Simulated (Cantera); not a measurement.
A closed system holds: 1 mol B, 0.7 mol HCl, 1.4 mol N2, held at 1173 K and 0.540 bar.

Equilibrium computed with Cantera from the NASA thermochemical tables; the gas is ideal and each condensed phase is pure. Candidate condensed phases: B, BN, NH4Cl; 21 gas species. N2 is the only nitrogen source here; it is nearly inert below about 1500 K, so the nitride shown seldom forms there in practice. Gases not in the tables: BHCl2. Rates play no part.

Base state: N2 0.564, HCl 0.427, H2 0.00537, BCl3 0.00358 (mole fractions); condensed: BN(s).

**Question.** What changes in the equilibrium state with this change: 1.4 mol Cl2 added?

**Answer.** 
```
species      before    after
----------  -------  -------
N2            0.564    0.456
BCl3        0.00358    0.311
HCl           0.427    0.233
H2          0.00537  8.78e-5
BN(s), mol    0.994   0.0665
```

**Question.** What changes in the equilibrium state with this change: temperature from 1173 K to 775 K?

**Answer.** 
```tsv
species	before	after
N2	0.564	0.563
HCl	0.427	0.437
H2	0.00537	0.000351
BCl3	0.00358	0.000234
BN(s), mol	0.994	1.000
```

**Question.** What changes in the equilibrium state with this change: HCl from 0.7 to 0.019 mol?

**Answer.** 
| species | before | after |
|---|---|---|
| N2 | 0.564 | 0.979 |
| HCl | 0.427 | 0.0204 |
| H2 | 0.00537 | 0.000125 |
| BCl3 | 0.00358 | 8.35e-5 |
| BN(s), mol | 0.994 | 1.000 |
